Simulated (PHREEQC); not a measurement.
## Spent oxide etchant (model solution)

Consider water at 93 °C with 0.0032 mol NH4HF2, 0.00016 mol H2SiF6, 0.1 mol H3BO3 and 0.00024 mol HCl per kg of water. Closed to the air; pH follows from the charge balance.

Equilibrium calculation in PHREEQC: ion-association model, phreeqc.dat.

Each row changes one thing in this solution. No solid was allowed to form.

| case | pH | ionic strength (mol/kgw) | BF2(OH)2- (mol/kgw) | HF (mol/kgw) | F- (mol/kgw) | BF3OH- (mol/kgw) | SI of Quartz (SiO2) |
|---|---|---|---|---|---|---|---|
| as made | 3.58 | 0.00348 | 0.00179 | 0.00147 | 0.00103 | 0.000178 | -0.63 |
| diluted 2-fold with water | 3.67 | 0.00183 | 0.000637 | 0.00113 | 0.000947 | 4.88e-5 | -0.93 |
| H2SiF6 from 0.00016 to 0.000144 mol/kgw | ___ | 0.00347 | 0.00177 | 0.00143 | 0.00104 | 0.000173 | ___ |
| HCl left out | 3.68 | 0.00342 | 0.00185 | 0.00133 | 0.00118 | 0.000167 | -0.63 |
| 0.012 mol/kgw NaBr added | 3.56 | 0.0155 | 0.00179 | 0.00144 | 0.00105 | 0.000177 | -0.63 |

Q: Complete the blanks.

A: 
- H2SiF6 from 0.00016 to 0.000144 mol/kgw, pH: 3.60
- H2SiF6 from 0.00016 to 0.000144 mol/kgw, SI of Quartz (SiO2): -0.67

Constants without temperature data keep their 25 °C values here. SiF6-2 is the database's only silicon fluoride. Real BF4- forms and hydrolyses slowly; the run takes it at equilibrium.
